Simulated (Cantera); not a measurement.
A Cantera script and its output.

```python
import numpy as np
import cantera as ct

gas = ct.Solution("gri30.yaml")


def delay(T, t_max=10):
    gas.TPX = T, 1200000, {'H2': 1, 'O2': 0.278, 'N2': 1.67}
    reactor = ct.IdealGasConstPressureReactor(gas, clone=False)
    net = ct.ReactorNet([reactor])
    net.rtol, net.atol = 1e-8, 1e-16
    while net.time < t_max:
        t_old, T_old = net.time, reactor.T
        net.step()
        if reactor.T > T + 400:  # ignition: a rise of 400 K
            return t_old + (T + 400 - T_old) / (reactor.T - T_old) * (net.time - t_old)
    return np.nan


taus = []
for T in [1300, 1375, 1450, 1525, 1600, 1675, 1750, 1825, 1900, 1975]:
    taus.append(delay(T))
    print(f"T0 = {T:6g} K   tau = {taus[-1]:.4e} s")
```

Result:

```
T0 =   1300 K   tau = 7.4048e-06 s
T0 =   1375 K   tau = 3.4101e-06 s
T0 =   1450 K   tau = 2.1785e-06 s
T0 =   1525 K   tau = 1.5787e-06 s
T0 =   1600 K   tau = 1.2277e-06 s
T0 =   1675 K   tau = 1.0020e-06 s
T0 =   1750 K   tau = 8.4955e-07 s
T0 =   1825 K   tau = 7.4419e-07 s
T0 =   1900 K   tau = 6.7132e-07 s
T0 =   1975 K   tau = 6.2192e-07 s
```

Model: GRI-Mech 3.0 (53 species, 325 reactions), integrated in Cantera. The hydrogen kinetics of GRI-Mech 3.0 are dated; newer H2 mechanisms differ, most at raised pressure. The pressure lies above the range GRI-Mech 3.0 was tuned for (to about 10 atm). Where the delays flatten at high temperature, the 400 K rule measures the pace of heat release, not the induction time.
